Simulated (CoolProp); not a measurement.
Vapour-liquid equilibrium of CH2F2 (R32) (1) + R125 (2) at 1.51 bar; x and y are mole fractions of (1).

Values from CoolProp's multi-fluid Helmholtz-energy mixture model, Tillner-Roth 1997 and Lemmon 2005; pair parameters Lemmon 2004.

| x | bubble temperature (K) | y at the bubble point | dew temperature at overall composition x (K) | liquid density (mol/L) |
|---|---|---|---|---|
| 0.05 | 233.2 | 0.064 | 233.3 | 12.66 |
| 0.15 | 232.5 | 0.187 | 232.7 | 13.30 |
| 0.25 | 231.9 | 0.301 | 232.1 | 14.01 |
| 0.35 | 231.3 | 0.406 | 231.6 | 14.79 |
| 0.45 | 230.8 | 0.503 | 231.0 | 15.64 |
| 0.55 | 230.4 | 0.595 | 230.6 | 16.60 |
| 0.65 | 230.0 | 0.682 | 230.1 | 17.67 |
| 0.75 | 229.8 | 0.768 | 229.8 | 18.90 |
| 0.85 | 229.6 | 0.855 | 229.6 | 20.30 |
| 0.95 | 229.6 | 0.949 | 229.6 | 21.95 |

y crosses x between x = 0.85 and 0.95: the model has an azeotrope there.

The pair parameters rest on a limited set of measurements; away from them the model extrapolates.
